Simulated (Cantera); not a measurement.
An isothermal, constant-pressure homogeneous reactor starts with NH3 : N2 = 1 : 5.5 (molar parts), at 1475 K and 10.00 Torr. Integrator tolerance rtol = 1e-08.

Detailed kinetics in Cantera: the gas-phase N/H chemistry of the illustrative SiF4/NH3 mechanism in the Surface Chemkin manual (1991). Walls and surfaces, which speed up NH3 decomposition in real reactors, are not modelled.

| quantity | before | after |
|---|---|---|
| x(NH3) at 90.0 s | 0.133 (gas-phase equilibrium 7.02e-8) | 0.140 (gas-phase equilibrium 7.60e-8) |
| x(N2H2) at 90.0 s | 1.80e-7 (gas-phase equilibrium <1e-12) | 1.71e-7 (gas-phase equilibrium <1e-12) |
| x(H2) at 90.0 s | 0.0266 (gas-phase equilibrium 0.200) | 0.0178 (gas-phase equilibrium 0.200) |
| x(N2H4) at 90.0 s | 1.67e-9 (gas-phase equilibrium <1e-12) | 1.86e-9 (gas-phase equilibrium <1e-12) |
| x(NH2) at 90.0 s | 2.78e-5 (gas-phase equilibrium 3.84e-11) | 2.41e-5 (gas-phase equilibrium 2.96e-11) |
| x(H) at 90.0 s | 2.58e-6 (gas-phase equilibrium 5.06e-5) | 1.46e-6 (gas-phase equilibrium 3.69e-5) |

Which change was made?
(A) temperature 1475 to 1450 K
(B) temperature 1475 to 1825 K
(C) pressure from 10.00 Torr to 20.0 Torr
(D) N2 5.5 to 28 parts

A, temperature 1475 to 1450 K
